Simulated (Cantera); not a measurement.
Thermodynamics of aluminium and copper etching, feed Al + HCl + N₂

A closed system holds: 1 mol Al, 15 mol HCl, 1.6 mol N₂, held at 1.00 bar.

Equilibrium computed with Cantera from the NASA thermochemical tables; the gas is ideal and each condensed phase is pure. Candidate condensed phases: Al, AlCl₃, AlN, NH₄Cl; 20 gas species. The tables' values for AlCl₂ are old estimates; treat these amounts as uncertain. Equilibrium is a limit: real reactors are often held back by kinetics, nucleation or transport.

At 250 °C the condensed part is NH₄Cl(s). From 350 °C to 1250 °C nothing is condensed. The main Al-bearing gas is Al₂Cl₆ at 250 °C and AlCl₃ at 1250 °C.

```tsv
T (°C)	log p HCl	log p N₂	log p H₂	log p AlCl₃	log p Al₂Cl₆	n NH₄Cl(s)
250	-0.10	-1.00	-1.11	-3.10	-1.48	0.199
350	-0.12	-0.99	-1.02	-2.15	-1.55	0
450	-0.12	-1.00	-1.02	-1.55	-1.75	0
550	-0.13	-1.00	-1.03	-1.29	-2.27	0
650	-0.13	-1.00	-1.03	-1.22	-2.94	0
750	-0.13	-1.00	-1.03	-1.21	-3.56	0
850	-0.13	-1.00	-1.03	-1.21	-4.07	0
950	-0.13	-1.00	-1.03	-1.21	-4.50	0
1050	-0.13	-1.00	-1.03	-1.21	-4.85	0
1150	-0.13	-1.00	-1.03	-1.21	-5.16	0
1250	-0.13	-1.00	-1.03	-1.21	-5.41	0
```
log p: log10 of the partial pressure in bar; n: condensed amount in mol.
